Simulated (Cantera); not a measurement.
Cantera run:

```python
import numpy as np
import cantera as ct

gas_names = """
    C CH CH2 CH3 CH2OH CH3O CH4 CH3OH CO CO2 COOH C2 C2H CHCO,ketyl C2H2,acetylene C2H2,vinylidene
    CH2CO,ketene C2H3,vinyl CH3CO,acetyl C2H4 C2H4O,ethylen CH3CHO,ethanal CH3COOH (HCOOH)2 C2H5 C2H6
    CH3OCH3 C2H5OH C2O C3 C3H3,propargyl C3H4,allene C3H4,propyne C3H4,cyclo- C3H5,allyl C3H6,propylene
    C3H6,cyclo- C3H6O C3H7,n-propyl C3H7,i-propyl C3H8 C3H8O,1propanol C3H8O,2propanol C3O2 C4 C4H2
    C4H4,1,3-cyclo- C4H6,butadiene C4H6,2-butyne C4H6,cyclo- C4H8,1-butene C4H8,cis2-buten
    C4H8,tr2-butene C4H8,isobutene C4H8,cyclo- (CH3COOH)2 C4H9,n-butyl C4H9,i-butyl C4H9,s-butyl
    C4H9,t-butyl C4H10,isobutane C4H10,n-butane C5 C5H6,1,3cyclo- C5H8,cyclo- C5H10,1-pentene
    C5H10,cyclo- C5H11,pentyl C5H11,t-pentyl C5H12,n-pentane C5H12,i-pentane CH3C(CH3)2CH3 C6H2
    C6H5,phenyl C6H5O,phenoxy C6H6 C6H5OH,phenol C6H10,cyclo- C6H12,1-hexene C6H12,cyclo- C6H13,n-hexyl
    C7H7,benzyl C7H8 C7H8O,cresol C7H14,1-heptene C7H15,n-heptyl C7H16,n-heptane C8H8,styrene
    C8H10,ethylbenz C8H16,1-octene C8H17,n-octyl C8H18,isooctane C8H18,n-octane C9H19,n-nonyl
    C10H8,naphthale C10H21,n-decyl C12H9,o-bipheny C12H10,bipheny Fe FeC5O5 FeO Fe(OH)2 H HCO HO2 H2
    HCHO,formaldehy HCOOH H2O H2O2 O OH O2 O3
""".split()
cond_names = """
    C(gr) C6H6(L) C7H8(L) C8H18(L),n-octa Fe(a) Fe(c) Fe(d) Fe(L) FeC5O5(L) FeO(s) FeO(L) Fe(OH)2(s)
    Fe(OH)3(s) Fe2O3(s) Fe3O4(s) H2O(s) H2O(L)
""".split()


def load(file, names, dense=False):
    # The tables refer to 1 bar. Condensed volumes are neglected.
    table = {s.name: s for s in ct.Species.list_from_file(file)}
    out = []
    for n in names:
        d = dict(table[n].input_data)
        d["thermo"] = dict(d["thermo"], **{"reference-pressure": 1e5})
        if dense:
            d["equation-of-state"] = {"model": "constant-volume", "density": "1e6 g/cm^3"}
        out.append(ct.Species.from_dict(d))
    return out


gas = ct.Solution(thermo="ideal-gas", species=load("nasa_gas.yaml", gas_names))
cond = {s.name: ct.Solution(thermo="fixed-stoichiometry", species=[s], name=s.name)
        for s in load("nasa_condensed.yaml", cond_names, dense=True)}
atoms = {
    'Fe3O4': {'Fe': 3, 'O': 4},
    'CH4': {'C': 1, 'H': 4},
    'CO': {'C': 1, 'O': 1},
}
top_T = {'C(gr)': 4500, 'Fe2O3(s)': 1830, 'Fe3O4(s)': 1870}  # K; cautious upper limits of use, not melting points


def equilibrate(T, P, feed):
    n = {}
    for name, mol in feed.items():
        for a, k in atoms[name].items():
            n[a] = n.get(a, 0.0) + k * mol
    gas.TPX = T, P, n
    mass = sum(n.values()) * gas.mean_molecular_weight
    gas.equilibrate("TP")
    valid = [c for c in cond.values() if c.min_temp <= T <= top_T.get(c.name, c.max_temp)]
    mix = ct.Mixture([(gas, mass / gas.mean_molecular_weight)] + [(c, 0.0) for c in valid])
    mix.T, mix.P = T, P
    mix.equilibrate("TP", solver="vcs", rtol=1e-11, max_steps=5000)
    return mix


results = []
feed = {'Fe3O4': 1, 'CH4': 0.55, 'CO': 2}  # mol
T = 1498  # K
P = 4800  # Pa
mix = equilibrate(T, P, feed)
results.append((T, P, feed, dict(zip(mix.species_names, mix.species_moles))))
x = sorted(zip(gas.X, gas.species_names), reverse=True)
print(f"T = {T:g} K  P = {P:g} Pa  gas = {mix.phase_moles(0):.4g} mol")
print("   x: " + "  ".join(f"{s} {v:.3e}" for v, s in x if v > 0.0001))
print("   condensed (mol): " + ("  ".join(f"{mix.phase(i).name} {mix.phase_moles(i):.4g}"
      for i in range(1, mix.n_phases) if mix.phase_moles(i) > 1e-12) or "none"))
```

It prints:

```
T = 1498 K  P = 4800 Pa  gas = 3.65 mol
   x: CO 6.012e-01  H2 2.126e-01  CO2 9.737e-02  H2O 8.879e-02
   condensed (mol): Fe(c) 0.2295  FeO(s) 2.77
```

These are equilibrium values from Cantera (NASA tables, ideal gas, pure condensed phases), not measurements of a reactor. Mutual solubility and eutectic melting of coexisting phases are not modelled. The tables' stoichiometric FeO is somewhat more stable than real wüstite, so its field is too wide. FeO: taken at fixed stoichiometry.
